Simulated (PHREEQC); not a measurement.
Synthetic water in mg/kgw, 25 °C, pH 7.12, pe 11.4:

| constituent | mg/kgw |
|---|---|
| Na | 7.94 |
| K | 2.85 |
| Ca | 45.2 |
| Mg | 61.7 |
| Cl | 96.5 |
| S(6) as SO4 | 12.8 |
| Alkalinity as HCO3 | 287 |
| Si as SiO2 | 1.88 |
| Sr | 0.685 |
| B | 2.09 |

Valence states are taken as typed.

All values are PHREEQC results (ion-association model, phreeqc.dat), not measurements.

Precipitation was switched off in this run.

Question: What specific conductance, charge-balance error does the model give?

Answer: specific conductance 749 µS/cm; charge-balance error 0.5 %.

Question: In which forms is Ca present?

Answer: Ca+2 95 %, CaHCO3+ 3.6 %, CaSO4 0.7 % of the Ca.

Species that the database lacks are ignored.
